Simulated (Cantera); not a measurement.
Mixture: 6.28 % C₂H₄, 18.8 % O₂, 70.9 % N₂, 3.58 % CO₂, 0.389 % H₂O, at 10.0 bar, adiabatic and at constant pressure. Ignition delay is the time to a rise of 400 K.

Detailed kinetics in Cantera: GRI-Mech 3.0 (53 species, 325 reactions). GRI-Mech 3.0 was tuned for natural gas; its chemistry of ethylene as a main component is partial and can be far from experiment.

### Question
Predict: delay at 1200 K; delay at 1300 K; delay at 1400 K; delay at 1500 K; delay at 1600 K; apparent activation energy between 1500 and 1600 K.

### Answer
```json
{
  "delay at 1200 K": "0.857 ms",
  "delay at 1300 K": "99.2 µs",
  "delay at 1400 K": "16.5 µs",
  "delay at 1500 K": "5.80 µs",
  "delay at 1600 K": "3.17 µs",
  "apparent activation energy between 1500 and 1600 K": "120 kJ/mol"
}
```
